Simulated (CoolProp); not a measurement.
Vapour-liquid equilibrium of carbon dioxide (1) + isobutane (2) at 241.1 K; x and y are mole fractions of (1).

Model: multi-fluid Helmholtz-energy mixture model, Span 1996 and Bücker 2006; pair parameters Kunz 2012, in CoolProp.

| x | bubble pressure (kPa) | y at the bubble point | dew pressure at overall composition x (kPa) | liquid density (mol/L) |
|---|---|---|---|---|
| 0.05 | 152.3 | 0.725 | 44.61 | 10.82 |
| 0.125 | 317.8 | [?] | 48.45 | 11.22 |
| 0.2 | 472.8 | 0.916 | 53.00 | [?] |
| 0.275 | 609.1 | 0.937 | 58.48 | 12.21 |
| 0.35 | 723.4 | 0.949 | 65.20 | 12.82 |
| 0.425 | 816.4 | 0.957 | 73.66 | 13.53 |
| 0.5 | [?] | 0.962 | 84.61 | 14.35 |
| 0.575 | 954.9 | 0.966 | 99.36 | 15.30 |
| 0.65 | 1011 | 0.970 | 120.3 | 16.39 |
| 0.725 | 1066 | [?] | 152.4 | 17.67 |
| 0.8 | 1124 | 0.979 | 207.8 | 19.17 |
| 0.875 | 1190 | 0.985 | 326.0 | 20.94 |
| 0.95 | 1269 | 0.993 | 735.2 | 23.03 |

Problem. Complete the blanks.

Solution. 
- 0.125, y at the bubble point: 0.872
- 0.2, liquid density (mol/L): 11.67
- 0.5, bubble pressure (kPa): 891.8
- 0.725, y at the bubble point: 0.974

No azeotrope shows between x = 0.05 and 0.95.

Pair parameters are fitted to limited data, so mixtures are less certain than the pure fluids. With so large a gap from Raoult's law the liquid may split in two, which this calculation doesn't test in full.
